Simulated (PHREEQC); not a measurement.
A solution holds 0.01 mol K2CO3 and 0.00017 mol H3BO3 per kg of water, at 20 °C. Closed to the air; pH follows from the charge balance.

Computed with PHREEQC (ion-association model, phreeqc.dat).

```
Quantity                       Value
--------------------  --------------
pH                             11.07
ionic strength        0.0289 mol/kgw
specific conductance      2270 µS/cm
total alkalinity         20.0 meq/kg
```

| species | molality | activity | log γ |
|---|---|---|---|
| K+ | 0.0200 | 0.0170 | -0.071 |
| CO3-2 | 0.00887 | 0.00483 | -0.264 |
| HCO3- | 0.00112 | 0.000967 | -0.066 |
| OH- | 0.000958 | 0.000812 | -0.072 |
| H2BO3- | 0.000168 | 0.000143 | -0.069 |
| H3BO3 | 2.28e-6 | 2.30e-6 | 0.003 |
| CO2 | 1.95e-8 | 1.96e-8 | 0.003 |

No solid was allowed to form.
